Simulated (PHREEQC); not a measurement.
Make-up at 25 °C: 77 mmol/kgw H2SO4, 1.2 mmol/kgw FeCl3 and 1.4 mmol/kgw MnSO4. Closed to the air; pH follows from the charge balance.

All values are PHREEQC results (ion-association model, phreeqc.dat), not measurements.

```csv
quantity,before,after
pH,1.11,1.27
ionic strength (mol/kgw),0.117,0.127
HSO4- (mol/kgw),0.0595,0.0528
SO4-2 (mol/kgw),0.0173,0.0225
FeSO4+ (mol/kgw),0.000724,0.000775
FeHSO4+2 (mol/kgw),0.000325,0.000246
SI of Hematite (Fe2O3),+0.52,+1.31
SI of Goethite (FeOOH),-0.74,-0.35
```

**Question.** Which change was made?
A) MnSO4 from 0.0014 to 0.00154 mol/kgw
B) 0.035 mol/kgw NaOH added
C) diluted 100-fold with water
D) H2SO4 left out
E) temperature from 25 to 70 °C

**Answer.** B, 0.035 mol/kgw NaOH added

No solid was allowed to form. Some of these states are supersaturated (in Hematite (slow to form), for instance).
